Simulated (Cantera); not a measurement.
Cantera with NASA thermochemical tables; ideal gases at 1 bar, condensed phases pure. Values are per mole of reaction as written; species without (g) are pure solids or liquids, kept so even where they would boil at 1 bar.

a) 2 Ca + S2(g) ⇌ 2 CaS
b) 2 Pb + S2(g) ⇌ 2 PbS(g)
c) Ni + S2(g) ⇌ NiS2

Order these by ΔG° at 800 K, most negative first.

a (-917 kJ), c (-114 kJ), b (28 kJ)
